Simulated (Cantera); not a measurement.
What does this Cantera script print?

```python
import numpy as np
import cantera as ct

gas_names = """
    S2 SiO SO2 SiF4 SF4
""".split()
cond_names = """
    Si(cr) Si(L)
""".split()


# ... load() reads the species with a 1 bar reference pressure and builds the phases ...
species = {s.name: s for s in load("nasa_gas.yaml", gas_names) + load("nasa_condensed.yaml", cond_names)}
# Each term lists the table entries of one substance; the one whose range holds T is used.
reactions = {
    'S2(g) + 4 SiO(g) = 2 SO2(g) + 4 Si':
        [(-1, ['S2']), (-4, ['SiO']), (2, ['SO2']), (4, ['Si(cr)', 'Si(L)'])],
    'S2(g) + 2 SiF4(g) = 2 SF4(g) + 2 Si':
        [(-1, ['S2']), (-2, ['SiF4']), (2, ['SF4']), (2, ['Si(cr)', 'Si(L)'])],
}


def pick(names, T):
    return next(species[n] for n in names if species[n].thermo.min_temp <= T <= species[n].thermo.max_temp)


results = []
for label, terms in reactions.items():
    print(label)
    print("     T/K   dH/kJ  dS/(J/K)   dG/kJ   log10 K")
    for T in [2648, 2698, 2748, 2798, 2848, 2898, 2948, 2998]:
        used = [(nu, pick(names, T)) for nu, names in terms]
        dH = sum(nu * s.thermo.h(T) for nu, s in used) / 1e6
        dS = sum(nu * s.thermo.s(T) for nu, s in used) / 1e3
        dG = dH - T * dS / 1e3
        logK = -dG * 1e6 / (ct.gas_constant * T * np.log(10))
        results.append((label, T, dH, dS, dG, logK, [s.name for _, s in used]))
        print(f"{T:8g} {dH:8.1f} {dS:8.1f} {dG:8.1f} {logK:8.2f}")
```

Result:

```
S2(g) + 4 SiO(g) = 2 SO2(g) + 4 Si
     T/K   dH/kJ  dS/(J/K)   dG/kJ   log10 K
    2648    -39.3   -318.6    804.4   -15.87
    2698    -37.5   -318.0    820.3   -15.88
    2748    -35.8   -317.3    836.2   -15.89
    2798    -34.0   -316.7    852.1   -15.91
    2848    -32.2   -316.1    867.9   -15.92
    2898    -30.5   -315.4    883.7   -15.93
    2948    -28.7   -314.8    899.4   -15.94
    2998    -27.0   -314.2    915.1   -15.94
S2(g) + 2 SiF4(g) = 2 SF4(g) + 2 Si
     T/K   dH/kJ  dS/(J/K)   dG/kJ   log10 K
    2648   1716.6    -57.6   1869.1   -36.87
    2698   1717.3    -57.3   1872.0   -36.24
    2748   1718.0    -57.1   1874.8   -35.64
    2798   1718.7    -56.8   1877.7   -35.05
    2848   1719.3    -56.6   1880.5   -34.49
    2898   1720.0    -56.4   1883.3   -33.95
    2948   1720.7    -56.1   1886.1   -33.42
    2998   1721.3    -55.9   1888.9   -32.91
```

Source: NASA polynomial tables (part measured, part estimated), evaluated in Cantera. Condensed species are held in their standard states even where they would react or evaporate.
